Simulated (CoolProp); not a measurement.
Saturation properties of R13.

Values from CoolProp's reference Helmholtz-energy equation of state, Platzer 1990. This equation is an older, rougher fit; its heat capacities, sound speeds and derivatives of the liquid may be far off and weren't checked against measurements.

| T (°C) | p (MPa) | vapour density (kg/m³) | liquid conductivity (mW/(m K)) |
|---|---|---|---|
| -92.45 | 0.05391 | 3.850 | 96.0 |
| -86.95 | 0.07461 | 5.208 | 93.2 |
| -81.45 | 0.1011 | 6.912 | 90.3 |
| -75.95 | 0.1345 | 9.020 | 87.5 |
| -70.35 | 0.1765 | 11.64 | 84.6 |
| -64.85 | 0.2271 | 14.76 | 81.8 |
| -59.35 | 0.2879 | 18.49 | 79.0 |
| -53.85 | 0.3603 | 22.91 | 76.2 |
| -48.35 | 0.4457 | 28.13 | 73.4 |
| -42.85 | 0.5452 | 34.24 | 70.7 |
| -37.25 | 0.6626 | 41.52 | 68.0 |
| -31.75 | 0.7951 | 49.86 | 65.4 |
| -26.25 | 0.9462 | 59.56 | 62.8 |
| -20.75 | 1.117 | 70.85 | 60.2 |

It boils at -81.4 °C under 1 atm.

Thermal conductivity comes from a separate model (Huber 2003), an estimate that may be off by 10 % or more.
